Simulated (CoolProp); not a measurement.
CF4 (R14) along the isotherm -40.55 °C: fugacity coefficient from the reference equation and from simpler models built on Tc = -45.8 °C, pc = 3.762 MPa, ω = 0.178; each cubic takes its own stable root.

Values from CoolProp's reference Helmholtz-energy equation of state, Platzer 1990. This equation is an older, rougher fit; its heat capacities, sound speeds and derivatives of the liquid may be far off and weren't checked against measurements.

```
p (MPa)          phase  reference
-------  -------------  ---------
0.0595             gas     0.9950
0.106              gas     0.9911
0.188              gas     0.9842
0.335              gas     0.9719
0.595              gas     0.9503
1.06               gas     0.9121
1.88               gas     0.8460
3.35               gas     0.7282
5.95     supercritical     0.5101
10.6     supercritical     0.3499
18.8     supercritical     0.2703
```

Problem. How far does each simpler model (van der Waals, Redlich-Kwong, Soave-Redlich-Kwong, Peng-Robinson) lie from the reference over these 11 states: mean and median of the absolute difference, and the worst?

Solution. 
- van der Waals: mean 4.4 %, median 1.0 %, worst +23.3 % at -40.55 °C and 18.8 MPa
- Redlich-Kwong: mean 0.7 %, median 0.1 %, worst +3.8 % at -40.55 °C and 18.8 MPa
- Soave-Redlich-Kwong: mean 1.0 %, median 0.0 %, worst +5.2 % at -40.55 °C and 18.8 MPa
- Peng-Robinson: mean 1.6 %, median 1.0 %, worst -4.9 % at -40.55 °C and 18.8 MPa
